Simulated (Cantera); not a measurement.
# Moist CO burnout

An isothermal, constant-pressure homogeneous reactor starts with 0.276 % CO, 0.197 % O₂, 0.849 % H₂O, 98.7 % N₂, at 950 K and 90.0 Torr.

Computed with Cantera and GRI-Mech 3.0 (53 species, 325 reactions).

| t (s) | x CO | x O₂ | x H₂O | x NO | x OH | x N₂O |
|---|---|---|---|---|---|---|
| 1.00e-6 | 0.00276 | 0.00197 | 0.00849 | <1e-12 | <1e-12 | <1e-12 |
| 5.01e-6 | 0.00276 | 0.00197 | 0.00849 | <1e-12 | <1e-12 | <1e-12 |
| 2.51e-5 | 0.00276 | 0.00197 | 0.00849 | <1e-12 | <1e-12 | <1e-12 |
| 0.000126 | 0.00276 | 0.00197 | 0.00849 | <1e-12 | <1e-12 | <1e-12 |
| 0.000631 | 0.00276 | 0.00197 | 0.00849 | <1e-12 | <1e-12 | <1e-12 |
| 0.00316 | 0.00276 | 0.00197 | 0.00849 | <1e-12 | <1e-12 | <1e-12 |
| 0.0158 | 0.00276 | 0.00197 | 0.00849 | <1e-12 | <1e-12 | <1e-12 |
| 0.0794 | 0.00276 | 0.00197 | 0.00849 | <1e-12 | 6.80e-12 | <1e-12 |
| 0.398 | 0.00273 | 0.00196 | 0.00848 | 1.12e-11 | 1.39e-6 | 3.71e-10 |
| 2.00 | 5.65e-5 | 0.000633 | 0.00847 | 2.35e-8 | 4.38e-6 | 1.14e-8 |
| 10.0 | 1.56e-6 | 0.000594 | 0.00850 | 2.35e-8 | 7.07e-7 | 1.38e-8 |
x: mole fraction; the columns are a selection and need not sum to one.

Equilibrium at this temperature and pressure: CO 3.36e-12, O₂ 0.000592, H₂O 0.00850, NO 1.05e-6, OH 4.71e-9, N₂O 3.53e-11 (gas phase only).
